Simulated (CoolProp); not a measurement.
Vapour-liquid equilibrium of R125 (1) + R143a (2) at 11.2 bar; x and y are mole fractions of (1).

Values from CoolProp's multi-fluid Helmholtz-energy mixture model, Lemmon 2005 and Lemmon and Jacobsen 2000; pair parameters Lemmon 2004.

```json
[
 {"x": "0.05", "bubble temperature, mixture model (°C)": "20.5", "bubble temperature, Raoult's law (°C)": "20.3", "y, mixture model": "0.050", "y, Raoult's law": "0.054"},
 {"x": "0.15", "bubble temperature, mixture model (°C)": "20.4", "bubble temperature, Raoult's law (°C)": "20.0", "y, mixture model": "0.152", "y, Raoult's law": "0.161"},
 {"x": "0.25", "bubble temperature, mixture model (°C)": "20.3", "bubble temperature, Raoult's law (°C)": "19.7", "y, mixture model": "0.256", "y, Raoult's law": "0.267"},
 {"x": "0.35", "bubble temperature, mixture model (°C)": "20.1", "bubble temperature, Raoult's law (°C)": "19.3", "y, mixture model": "0.360", "y, Raoult's law": "0.370"},
 {"x": "0.45", "bubble temperature, mixture model (°C)": "19.8", "bubble temperature, Raoult's law (°C)": "19.0", "y, mixture model": "0.464", "y, Raoult's law": "0.471"},
 {"x": "0.55", "bubble temperature, mixture model (°C)": "19.5", "bubble temperature, Raoult's law (°C)": "18.7", "y, mixture model": "0.567", "y, Raoult's law": "0.571"},
 {"x": "0.65", "bubble temperature, mixture model (°C)": "19.1", "bubble temperature, Raoult's law (°C)": "18.4", "y, mixture model": "0.668", "y, Raoult's law": "0.669"},
 {"x": "0.75", "bubble temperature, mixture model (°C)": "18.7", "bubble temperature, Raoult's law (°C)": "18.1", "y, mixture model": "0.767", "y, Raoult's law": "0.766"},
 {"x": "0.85", "bubble temperature, mixture model (°C)": "18.2", "bubble temperature, Raoult's law (°C)": "17.8", "y, mixture model": "0.863", "y, Raoult's law": "0.861"},
 {"x": "0.95", "bubble temperature, mixture model (°C)": "17.6", "bubble temperature, Raoult's law (°C)": "17.5", "y, mixture model": "0.955", "y, Raoult's law": "0.954"}
]
```

The largest gap from Raoult's law is +0.8 K in bubble temperature, at x = 0.45. No azeotrope shows between x = 0.05 and 0.95.

The pair parameters rest on a limited set of measurements; away from them the model extrapolates.
